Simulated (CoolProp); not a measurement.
Vapour-liquid equilibrium of isobutane (1) + acetone (2) at 1.68 bar; x and y are mole fractions of (1).

Values from CoolProp's multi-fluid Helmholtz-energy mixture model, Bücker 2006 and Lemmon 2006; pair parameters Bell 2016.

Q: Give the bubble temperature and the first vapour's composition at x = 0.65, 0.75, 0.85. Is there an azeotrope?

A: x = 0.65: 278.7 K, y = 0.938; x = 0.75: 278.2 K, y = 0.943; x = 0.85: 277.2 K, y = 0.954. No azeotrope shows between x = 0.05 and 0.95.

Pair parameters are fitted to limited data, so mixtures are less certain than the pure fluids. With so large a gap from Raoult's law the liquid may split in two, which this calculation doesn't test in full.
